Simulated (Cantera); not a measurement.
Charge: 1 mol C₃H₆, 0.18 mol NH₃, held at 1098.15 K.

Equilibrium computed with Cantera from the NASA thermochemical tables; the gas is ideal and each condensed phase is pure. Candidate condensed phases: C, C₆H₆, C₇H₈, C₈H₁₈; 92 gas species. The ideal-gas law is rough above about 30 bar. Kinetics and transport are ignored.

**Question.** At 100 bar, list the 6 most abundant gas species with their mole fractions, and the condensed phases.

**Answer.** CH₄ 0.564, H₂ 0.393, N₂ 0.0411, NH₃ 0.00160, C₂H₆ 0.000314, C₂H₄ 1.37e-5. Condensed: C(graphite).
